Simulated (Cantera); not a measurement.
Charge: 1 mol CF₄, 0.073 mol H₂, 0.027 mol HCl, equilibrated at 1402 °C and 1.00 bar.

Equilibrium computed with Cantera from the NASA thermochemical tables; the gas is ideal and each condensed phase is pure. Candidate condensed phases: C, C₆H₆, C₇H₈, C₈H₁₈; 118 gas species. Gases not in the tables: C₂F₆ and larger saturated fluorocarbons. Kinetics and transport are ignored.

Base state: CF₄ 0.832, HF 0.146, Cl 0.00817, CClF₃ 0.00574, HCl 0.00487, Cl₂ 0.00236, CF₂ 0.000402, CF₃ 0.000182 (mole fractions); condensed: C(graphite).

### Question
What changes in the equilibrium state with this change: temperature from 1402 °C to 352 °C?

### Answer
```csv
species,before,after
CF₄,0.832,0.848
HF,0.146,0.129
HCl,0.00487,0.0236
Cl,0.00817,<1e-9
CF₂,0.000402,<1e-9
CF₃,0.000182,<1e-9
F,2.67e-5,<1e-9
"C(graphite), mol",0.0399,0.0365
```
Condensed phases not in the tables: fluorocarbon polymer.
